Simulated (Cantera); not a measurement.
Feed: 1 mol SiF4, 2.1 mol O2, 1.3 mol N2, equilibrated at 13.3 mbar.

Cantera equilibrium calculation (NASA polynomials, part measured and part estimated; ideal gas, pure solids and liquids). Candidate condensed phases: Si, SiO2, Si2N2O, Si3N4; 28 gas species. The numbers say what is thermodynamically allowed, not how fast it happens. All values below are at 652 °C.

Base state: O2 0.477, N2 0.295, SiF4 0.227, NO 1.18e-5 (mole fractions); condensed: gas only.

Question: What changes in the equilibrium state with this change: SiF4 replaced by SiCl4?

Answer: 
| species | before | after |
|---|---|---|
| Cl2 | 0 | 0.454 |
| N2 | 0.295 | 0.295 |
| O2 | 0.477 | 0.250 |
| SiF4 | 0.227 | 0 |
| Cl | 0 | 0.000675 |
| NO | 1.18e-5 | 8.57e-6 |
| SiO2(β-quartz), mol | 0 | 1.00 |
